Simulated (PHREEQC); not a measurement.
**Leach liquor (model solution)**

A solution holds 0.072 mol/kgw HCl, 0.064 mol/kgw Al2(SO4)3 and 0.0002 mol/kgw Fe2(SO4)3, at 25 °C. Closed to the air; pH follows from the charge balance.

Computed with PHREEQC (ion-association model, wateq4f.dat).

Each row changes one thing in this solution. No solid was allowed to form.

```csv
case,pH,ionic strength (mol/kgw),AlSO4+ (mol/kgw),HSO4- (mol/kgw),SO4-2 (mol/kgw),Al(SO4)2- (mol/kgw),SI of Gibbsite (Al(OH)3),SI of Boehmite (AlOOH)
as made,1.52,0.284,0.0849,0.0330,0.0310,0.0214,-6.18,-6.65
temperature from 25 to 85 °C,1.80,0.273,0.0873,0.0505,0.0210,0.0163,-2.60,-2.41
temperature from 25 to 5 °C,1.48,0.299,0.0828,0.0289,0.0358,0.0221,-7.48,-8.23
Fe2(SO4)3 left out,1.52,0.283,0.0849,0.0330,0.0309,0.0213,-6.18,-6.65
HCl replaced by NH4Cl at the same molality,3.69,0.283,0.0837,0.000304,0.0421,0.0286,+0.19,-0.28
HCl from 0.072 to 0.72 mol/kgw,0.36,[?],[?],0.125,0.0123,0.00269,-9.37,-9.83
Fe2(SO4)3 from 0.0002 to 0.0001 mol/kgw,1.52,0.283,0.0849,0.0330,0.0310,0.0213,-6.18,-6.65
```

Question: Fill in the missing entries.

Answer: 
- HCl from 0.072 to 0.72 mol/kgw, ionic strength (mol/kgw): 1.11
- HCl from 0.072 to 0.72 mol/kgw, AlSO4+ (mol/kgw): 0.0469

The ionic strength passes 0.7 mol/kgw, the rough limit of the ion-association models, in HCl from 0.072 to 0.72 mol/kgw. Species that the database lacks are ignored. Some of these states are supersaturated (in Hematite (slow to form), Goethite (slow to form), Basaluminite, for instance). Constants without temperature data keep their 25 °C values here.
